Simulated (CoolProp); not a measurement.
Vapour-liquid equilibrium of CHF3 (R23) (1) + isobutane (2) at 259.2 K; x and y are mole fractions of (1).

Computed with CoolProp (multi-fluid Helmholtz-energy mixture model, Penoncello 2003 and Bücker 2006; pair parameters Bell 2016).

| x | bubble pressure (MPa) | y at the bubble point | dew pressure at overall composition x (MPa) | liquid density (mol/L) |
|---|---|---|---|---|
| 0.05 | 0.3492 | 0.725 | 0.09791 | 10.45 |
| 0.125 | 0.6689 | 0.853 | 0.1066 | 10.75 |
| 0.2 | 0.9093 | 0.890 | 0.1168 | 11.05 |
| 0.275 | 1.078 | 0.906 | 0.1292 | 11.37 |
| 0.35 | 1.188 | 0.915 | 0.1445 | 11.69 |
| 0.425 | 1.258 | 0.921 | 0.1638 | 12.03 |
| 0.5 | 1.304 | 0.924 | 0.1889 | 12.39 |
| 0.575 | 1.339 | 0.927 | 0.2230 | 12.77 |
| 0.65 | 1.373 | 0.931 | 0.2721 | 13.18 |
| 0.725 | 1.415 | 0.936 | 0.3488 | 13.64 |
| 0.8 | 1.468 | 0.944 | 0.4856 | 14.17 |
| 0.875 | 1.536 | 0.958 | 0.7967 | 14.79 |
| 0.95 | 1.618 | 0.979 | 1.498 | 15.55 |

No azeotrope shows between x = 0.05 and 0.95.

The pair parameters rest on a limited set of measurements; away from them the model extrapolates. With so large a gap from Raoult's law the liquid may split in two, which this calculation doesn't test in full.
